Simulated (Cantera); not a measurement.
A closed system holds: 1 mol Si, 0.83 mol H2O, 14 mol N2, held at 10.0 mbar.

These are equilibrium values from Cantera (NASA tables, ideal gas, pure condensed phases), not measurements of a reactor. Candidate condensed phases: H2O, Si, SiO2, Si2N2O, Si3N4; 35 gas species. Mutual solubility and eutectic melting of coexisting phases are not modelled. The tables hold silica as quartz up to 1696 K and as liquid above; real silica turns to tridymite and cristobalite and melts near 1996 K. Rates play no part.

Q: At 1625 K, list the 5 most abundant gas species with their mole fractions, and the condensed phases.

A: N2 0.921, H2 0.0556, SiO 0.0232, H 0.000166, H2O 1.15e-5. Condensed: SiO2(β-quartz) + Si2N2O(s).
